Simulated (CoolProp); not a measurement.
Properties of R115 along the isobar 0.506 MPa (Tc = 353.1 K, pc = 3.129 MPa, ω = 0.248).

Model: reference Helmholtz-energy equation of state, Lemmon 2016, in CoolProp.

```tsv
T (K)	phase	Z	cp (kJ/(kg K))	cv (kJ/(kg K))	speed of sound (m/s)	Joule-Thomson coefficient (K/MPa)	fugacity coefficient
297.3	gas	0.8974	0.7655	(withheld)	119.9	16.14	0.9078
305.5	gas	0.9074	0.7683	0.6850	122.6	14.54	0.9157
313.7	gas	0.9160	0.7730	0.6933	125.2	13.21	0.9227
321.9	gas	0.9235	0.7789	0.7021	127.6	12.08	0.9290
330.1	gas	(withheld)	0.7855	(withheld)	130.0	(withheld)	0.9346
338.3	gas	0.9359	0.7926	0.7202	(withheld)	10.28	0.9396
346.6	gas	0.9411	0.8001	0.7294	134.4	9.544	0.9443
354.8	gas	0.9458	0.8078	0.7385	136.5	8.897	0.9484
363	gas	0.9499	0.8155	0.7474	138.5	8.322	0.9521
371.2	gas	0.9537	(withheld)	0.7563	140.5	7.807	0.9556
379.4	gas	0.9571	0.8310	0.7649	142.5	7.343	0.9587
387.7	gas	0.9603	0.8387	0.7736	144.4	6.917	0.9616
395.9	gas	0.9631	0.8463	0.7819	146.2	6.536	0.9643
404.1	gas	0.9657	0.8538	0.7901	148.0	6.188	0.9667
412.3	gas	0.9681	0.8611	0.7980	149.8	5.869	0.9689
```

Fill in the missing entries.


- 297.3, cv (kJ/(kg K)): 0.6774
- 330.1, Z: 0.9300
- 330.1, cv (kJ/(kg K)): 0.7111
- 330.1, Joule-Thomson coefficient (K/MPa): 11.12
- 338.3, speed of sound (m/s): 132.2
- 371.2, cp (kJ/(kg K)): 0.8232
